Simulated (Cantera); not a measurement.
A freely propagating, adiabatic, planar premixed flame of C3H8 : O2 : N2 = 1 : 6.1 : 22.9 (molar parts), equivalence ratio 0.82, unburnt at 550 K and 1.00 bar; mixture-averaged transport, grid criteria slope 0.08 and curve 0.16, no radiation.

Model: GRI-Mech 3.0 (53 species, 325 reactions), integrated in Cantera. GRI-Mech 3.0 was tuned for natural gas; its chemistry of propane as a main component is partial and can be far from experiment. Burning velocities carry a grid error of a few per cent, more on coarse grids.

Task: Predict: laminar burning velocity; thermal thickness; peak x(H); peak x(C2H6).

Result: 
```json
{
 "laminar_burning_velocity": "117 cm/s",
 "thermal_thickness": "0.305 mm",
 "peak x(H)": "0.00704",
 "peak x(C2H6)": "0.00111"
}
```
